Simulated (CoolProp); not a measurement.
Sulfur hexafluoride along the isobar 3.41 MPa: density (kg/m³) from the reference equation and from simpler models built on Tc = 318.7 K, pc = 3.755 MPa, ω = 0.210; each cubic takes its own stable root.

Values from CoolProp's reference Helmholtz-energy equation of state, Guder 2009.

```json
[
 {"T (K)": "240.6", "phase": "liquid", "reference": "1777", "van der Waals": "1162", "Peng-Robinson": "1922"},
 {"T (K)": "258.9", "phase": "liquid", "reference": "1678", "van der Waals": "1097", "Peng-Robinson": "1792"},
 {"T (K)": "277.3", "phase": "liquid", "reference": "1560", "van der Waals": "1018", "Peng-Robinson": "1629"},
 {"T (K)": "295.7", "phase": "liquid", "reference": "1408", "van der Waals": "911.6", "Peng-Robinson": "1409"},
 {"T (K)": "332.5", "phase": "gas", "reference": "273.5", "van der Waals": "270.0", "Peng-Robinson": "284.5"},
 {"T (K)": "350.9", "phase": "gas", "reference": "230.0", "van der Waals": "233.1", "Peng-Robinson": "237.9"},
 {"T (K)": "369.3", "phase": "gas", "reference": "203.7", "van der Waals": "208.7", "Peng-Robinson": "209.6"},
 {"T (K)": "387.7", "phase": "gas", "reference": "184.9", "van der Waals": "190.6", "Peng-Robinson": "189.5"},
 {"T (K)": "406.1", "phase": "gas", "reference": "170.4", "van der Waals": "176.2", "Peng-Robinson": "174.1"},
 {"T (K)": "424.5", "phase": "gas", "reference": "158.7", "van der Waals": "164.3", "Peng-Robinson": "161.7"},
 {"T (K)": "442.9", "phase": "gas", "reference": "148.9", "van der Waals": "154.3", "Peng-Robinson": "151.4"},
 {"T (K)": "461.3", "phase": "gas", "reference": "140.6", "van der Waals": "145.7", "Peng-Robinson": "142.6"}
]
```
